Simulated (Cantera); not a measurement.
Charge: 1 mol Fe₃O₄, 0.02 mol HCl, 9.1 mol N₂, 0.063 mol Cl₂, at 10.0 mbar.

These are equilibrium values from Cantera (NASA tables, ideal gas, pure condensed phases), not measurements of a reactor. Candidate condensed phases: Fe, FeCl₂, FeCl₃, FeO, Fe(OH)₂, Fe(OH)₃, Fe₂O₃, Fe₃O₄, H₂O, NH₄Cl; 37 gas species. Mutual solubility and eutectic melting of coexisting phases are not modelled. The numbers say what is thermodynamically allowed, not how fast it happens. All values below are at 1300 K.

Base state: N₂ 0.989, FeCl₂ 0.00597, HCl 0.00215, O₂ 0.00165, Cl 0.00130, Cl₂ 0.000110, FeCl₃ 8.24e-5, NO 3.94e-5 (mole fractions); condensed: Fe₂O₃(s) + Fe₃O₄(s).

Task: What changes in the equilibrium state with this change: HCl from 0.02 to 1 mol?

Result: 
```
species          before     after
-------------  --------  --------
N₂                0.989     0.893
HCl             0.00215    0.0825
FeCl₂           0.00597    0.0125
H₂O             1.11e-5   0.00784
FeCl₃           8.24e-5  0.000249
Cl₂            0.000110  0.000230
Cl              0.00130   0.00188
Fe₂O₃(s), mol     0.130     0.177
Fe₃O₄(s), mol     0.895     0.839
```
